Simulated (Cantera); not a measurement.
**Hydrocarbon pyrolysis for carbon deposition**

An isothermal, constant-pressure homogeneous reactor starts with C2H6 : N2 = 1 : 120 (molar parts), at 1975 K and 1.58 atm.

Detailed kinetics in Cantera: GRI-Mech 3.0 (53 species, 325 reactions). GRI-Mech 3.0 stops at C3 and has no aromatics, soot or wall deposition, so with more carbon than oxygen in the feed, carbon stays in small species such as C2H2 where larger ones or solid carbon would form.

```csv
t (s),x C2H6,x H2,x CH3,x H,x C2H,x HCN,x CH4
6.00e-6,0.00151,0.00348,0.00533,0.000775,1.76e-6,1.29e-5,0.000776
1.95e-5,5.91e-5,0.0100,0.00154,0.000600,4.67e-6,5.28e-5,0.00157
6.36e-5,5.50e-6,0.0131,0.000483,0.000253,2.23e-6,7.12e-5,0.00145
0.000207,1.29e-6,0.0141,0.000226,0.000139,1.24e-6,7.74e-5,0.00124
0.000674,5.23e-7,0.0147,0.000143,0.000122,1.07e-6,8.27e-5,0.000916
0.00219,1.49e-7,0.0154,7.70e-5,0.000128,1.11e-6,9.28e-5,0.000479
0.00714,2.09e-8,0.0159,2.89e-5,0.000134,1.15e-6,0.000109,0.000175
0.0232,1.81e-9,0.0161,8.53e-6,0.000137,1.17e-6,0.000127,5.09e-5
0.0756,9.99e-11,0.0162,1.97e-6,0.000138,1.18e-6,0.000144,1.17e-5
0.246,9.24e-12,0.0162,4.64e-7,0.000138,1.18e-6,0.000154,2.74e-6
0.802,7.78e-12,0.0162,3.96e-7,0.000139,1.18e-6,0.000165,2.34e-6
2.61,8.16e-12,0.0162,4.15e-7,0.000139,1.18e-6,0.000200,2.45e-6
8.49,9.12e-12,0.0162,4.60e-7,0.000139,1.17e-6,0.000307,2.72e-6
27.6,1.10e-11,0.0162,5.41e-7,0.000139,1.15e-6,0.000612,3.20e-6
90.0,1.34e-11,0.0162,6.29e-7,0.000139,1.09e-6,0.00136,3.72e-6
```
x: mole fraction; the columns are a selection and need not sum to one.

Equilibrium at this temperature and pressure: C2H6 1.51e-12, H2 0.0162, CH3 2.25e-7, H 0.000139, C2H 7.63e-8, HCN 0.0152, CH4 1.33e-6 (gas phase only).
